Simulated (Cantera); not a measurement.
A perfectly stirred reactor is fed with H₂ : O₂ : N₂ = 1.5 : 1 : 5.5 (molar parts), equivalence ratio 0.75, at 1.00 bar; it is held at 825 K, and followed from long to short residence time.

Detailed kinetics in Cantera: the H2/O2 subset of GRI-Mech 3.0, which has no nitrogen chemistry. Below about 950 K walls govern HO2 and H2O2 in real vessels. The temperature is held fixed by assumption; the heat of reaction is taken as removed at once.

What does this change do: temperature 825 to 875 K?


```csv
quantity,before,after
x(H₂) at τ = 20.0 s,0.151,0.0633
x(O₂) at τ = 20.0 s,0.107,0.0649
x(H₂O) at τ = 20.0 s,0.0402,0.137
x(HO₂) at τ = 20.0 s,9.41e-6,1.57e-5
x(H₂O₂) at τ = 20.0 s,0.000633,0.000331
x(H₂) at τ = 73.0 ms,0.188,0.187
x(O₂) at τ = 73.0 ms,0.125,0.125
x(H₂O) at τ = 73.0 ms,4.76e-9,7.80e-6
x(HO₂) at τ = 73.0 ms,1.20e-8,1.92e-6
x(H₂O₂) at τ = 73.0 ms,9.10e-9,4.62e-6
```
